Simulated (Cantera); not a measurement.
Standard-state values (1 bar) from the NASA 1993 polynomials, evaluated with Cantera. Values are per mole of reaction as written; species without (g) are pure solids or liquids, kept so even where they would boil at 1 bar. TaC: taken at fixed stoichiometry.

Ta + CO2(g) = TaC + 2 O(g)

```json
[
 {"T (K)": "973", "ΔH° (kJ)": "757.4", "ΔS° (J/K)": "127.1", "ΔG° (kJ)": "633.8", "log10 K": "-34.02"},
 {"T (K)": "1073", "ΔH° (kJ)": "___", "ΔS° (J/K)": "___", "ΔG° (kJ)": "___", "log10 K": "___"},
 {"T (K)": "1173", "ΔH° (kJ)": "759.5", "ΔS° (J/K)": "129.0", "ΔG° (kJ)": "608.1", "log10 K": "-27.08"},
 {"T (K)": "1273", "ΔH° (kJ)": "760.5", "ΔS° (J/K)": "129.8", "ΔG° (kJ)": "595.2", "log10 K": "-24.42"},
 {"T (K)": "1373", "ΔH° (kJ)": "761.4", "ΔS° (J/K)": "130.6", "ΔG° (kJ)": "582.2", "log10 K": "-22.15"},
 {"T (K)": "1473", "ΔH° (kJ)": "___", "ΔS° (J/K)": "___", "ΔG° (kJ)": "___", "log10 K": "___"},
 {"T (K)": "1573", "ΔH° (kJ)": "763.3", "ΔS° (J/K)": "131.8", "ΔG° (kJ)": "555.9", "log10 K": "-18.46"},
 {"T (K)": "1673", "ΔH° (kJ)": "764.2", "ΔS° (J/K)": "132.4", "ΔG° (kJ)": "542.7", "log10 K": "-16.94"}
]
```

Question: Some entries are withheld; supply them.

Answer: 
- 1073, ΔH° (kJ): 758.5
- 1073, ΔS° (J/K): 128.1
- 1073, ΔG° (kJ): 621.0
- 1073, log10 K: -30.23
- 1473, ΔH° (kJ): 762.4
- 1473, ΔS° (J/K): 131.2
- 1473, ΔG° (kJ): 569.1
- 1473, log10 K: -20.18
